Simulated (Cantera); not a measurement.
Feed: 1 mol Si₂Cl₆, 36 mol NH₃, 15 mol H₂, at 0.100 bar.

Equilibrium computed with Cantera from the NASA thermochemical tables; the gas is ideal and each condensed phase is pure. Candidate condensed phases: NH₄Cl, Si, Si₃N₄; 28 gas species. The feed counts by its element totals alone. Equilibrium is a limit: real reactors are often held back by kinetics, nucleation or transport. All values below are at 825 K.

Base state: H₂ 0.744, N₂ 0.188, HCl 0.0675, NH₃ 6.52e-5, SiCl₄ 3.82e-5 (mole fractions); condensed: Si₃N₄(s).

Q: What changes in the equilibrium state with this change: NH₃ from 36 to 5.6 mol?

A: 
```csv
species,before,after
H₂,0.744,0.745
HCl,0.0675,0.193
N₂,0.188,0.0565
SiCl₄,3.82e-5,0.00567
SiHCl₃,5.21e-7,2.71e-5
NH₃,6.52e-5,3.58e-5
"Si₃N₄(s), mol",0.666,0.614
```
